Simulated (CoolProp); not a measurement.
R365MFC along the isotherm 500 K: density (kg/m³) from the reference equation and from simpler models built on Tc = 460.0 K, pc = 3.266 MPa, ω = 0.377; each cubic takes its own stable root.

Values from CoolProp's reference Helmholtz-energy equation of state, Lemmon 2016.

```tsv
p (MPa)	phase	reference
0.0155	gas	0.5528
0.0261	gas	0.9317
0.0441	gas	1.577
0.0745	gas	2.671
0.126	gas	4.537
0.212	gas	7.691
0.358	gas	13.16
0.604	gas	22.71
1.02	gas	39.92
1.72	gas	72.51
2.9	gas	141.8
4.9	supercritical	341.6
```

How far does each simpler model (ideal gas, van der Waals, Peng-Robinson) lie from the reference over these 12 states: mean and median of the absolute difference, and the worst?


- ideal gas: mean 9.4 %, median 2.5 %, worst -48.9 % at 500 K and 4.9 MPa
- van der Waals: mean 2.1 %, median 0.2 %, worst +21.0 % at 500 K and 4.9 MPa
- Peng-Robinson: mean 0.4 %, median 0.1 %, worst +2.8 % at 500 K and 4.9 MPa
